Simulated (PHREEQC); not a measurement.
Make-up at 40 °C: 6.3 mmol/kgw Cu(NO3)2. It is in equilibrium with CO2 at log p = -2 (atm). Otherwise closed; pH follows from the charge balance.

Equilibrium calculation in PHREEQC: ion-association model, wateq4f.dat.

| quantity | before | after |
|---|---|---|
| pH | 4.58 | 4.38 |
| CO2 (mol/kgw) | 0.000236 | 0.000152 |
| HCO3- (mol/kgw) | 5.17e-6 | 2.13e-6 |

### Question
Name the change that produced these shifts.
(A) Cu(NO3)2 from 0.0063 to 0.00063 mol/kgw
(B) temperature from 40 to 65 °C
(C) Cu(NO3)2 from 0.0063 to 0.00693 mol/kgw
(D) Cu(NO3)2 from 0.0063 to 0.00126 mol/kgw
(E) Cu(NO3)2 from 0.0063 to 0.00567 mol/kgw

### Answer
B, temperature from 40 to 65 °C

This is a speciation only: nothing precipitates in the calculation. At this temperature some constants are extrapolated from 25 °C, and those without enthalpy data are left unchanged.
